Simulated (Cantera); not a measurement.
Fe(CO)5 + O2 + N2 (iron carbonyl, mercury and lead vapours)

Charge: 1 mol Fe(CO)5, 0.035 mol O2, 0.54 mol N2, held at 3.40 mbar.

Cantera equilibrium calculation (NASA polynomials, part measured and part estimated; ideal gas, pure solids and liquids). Candidate condensed phases: C, Fe, Fe(CO)5, FeO, Fe2O3, Fe3O4; 27 gas species. Condensed phases not in the tables: cementite and carbon dissolved in iron. The numbers say what is thermodynamically allowed, not how fast it happens.

```json
[
 {"T (K)": "823", "x CO": "0.792", "x N2": "0.106", "x CO2": "0.102", "x Fe": "<1e-12", "n C(graphite)": "0.450", "n Fe(α)": "1.00"},
 {"T (K)": "873", "x CO": "0.872", "x N2": "0.0991", "x CO2": "0.0293", "x Fe": "<1e-12", "n C(graphite)": "0.0898", "n Fe(α)": "1.00"},
 {"T (K)": "923", "x CO": "0.890", "x N2": "0.0975", "x CO2": "0.0126", "x Fe": "<1e-12", "n C(graphite)": "0", "n Fe(α)": "1.00"},
 {"T (K)": "973", "x CO": "0.890", "x N2": "0.0975", "x CO2": "0.0126", "x Fe": "1.12e-12", "n C(graphite)": "0", "n Fe(α)": "1.00"},
 {"T (K)": "1023", "x CO": "0.890", "x N2": "0.0975", "x CO2": "0.0126", "x Fe": "1.32e-11", "n C(graphite)": "0", "n Fe(α)": "1.00"},
 {"T (K)": "1073", "x CO": "0.890", "x N2": "0.0975", "x CO2": "0.0126", "x Fe": "1.22e-10", "n C(graphite)": "0", "n Fe(α)": "1.00"},
 {"T (K)": "1123", "x CO": "0.890", "x N2": "0.0975", "x CO2": "0.0126", "x Fe": "9.16e-10", "n C(graphite)": "0", "n Fe(α)": "1.00"},
 {"T (K)": "1173", "x CO": "0.890", "x N2": "0.0975", "x CO2": "0.0126", "x Fe": "5.77e-9", "n C(graphite)": "0", "n Fe(α)": "1.00"}
]
```
x: gas mole fraction; n: condensed amount in mol.

From 823 K to 873 K the condensed part is C(graphite) + Fe(α). From 923 K to 1173 K the condensed part is Fe(α).
